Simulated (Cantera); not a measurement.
**Equilibrium for fluorocarbon and chlorocarbon gases: c-C4F8 + HCl + H2**

Charge: 1 mol c-C4F8, 0.097 mol HCl, 0.3 mol H2, at 0.100 bar.

Method: chemical equilibrium by Gibbs-energy minimisation in Cantera with the NASA 1993 tables (ideal gas, pure condensed phases). Candidate condensed phases: C, C6H6, C7H8, C8H18; 118 gas species. The feed counts by its element totals alone. Gases not in the tables: C2F6 and larger saturated fluorocarbons. Kinetics and transport are ignored.

From 1048 K to 1698 K the condensed part is C(graphite). The main C-bearing gas is CF4 throughout.

```csv
T (K),log p CF4,log p HF,log p HCl,log p Cl,log p Cl2,log p CClF3,log p CF2,log p CF3,n C(graphite)
1048,-1.14,-1.62,-2.49,-5.06,-3.89,-3.57,-9.16,-8.78,2.15
1098,-1.14,-1.62,-2.51,-4.69,-3.71,-3.49,-8.52,-8.26,2.15
1148,-1.14,-1.61,-2.55,-4.36,-3.57,-3.43,-7.94,-7.79,2.15
1198,-1.14,-1.61,-2.59,-4.06,-3.46,-3.39,-7.40,-7.36,2.16
1248,-1.14,-1.60,-2.63,-3.80,-3.37,-3.36,-6.91,-6.96,2.16
1298,-1.15,-1.60,-2.68,-3.57,-3.31,-3.34,-6.46,-6.59,2.16
1348,-1.15,-1.60,-2.74,-3.37,-3.28,-3.33,-6.04,-6.25,2.16
1398,-1.15,-1.59,-2.80,-3.19,-3.27,-3.33,-5.65,-5.94,2.16
1448,-1.15,-1.59,-2.87,-3.03,-3.28,-3.35,-5.29,-5.65,2.16
1498,-1.15,-1.59,-2.95,-2.90,-3.32,-3.37,-4.96,-5.38,2.16
1548,-1.15,-1.58,-3.04,-2.79,-3.38,-3.41,-4.64,-5.12,2.17
1598,-1.15,-1.58,-3.14,-2.70,-3.47,-3.46,-4.35,-4.88,2.17
1648,-1.15,-1.58,-3.24,-2.63,-3.58,-3.52,-4.07,-4.66,2.17
1698,-1.16,-1.58,-3.35,-2.58,-3.72,-3.59,-3.82,-4.45,2.17
```
log p: log10 of the partial pressure in bar; n: condensed amount in mol.
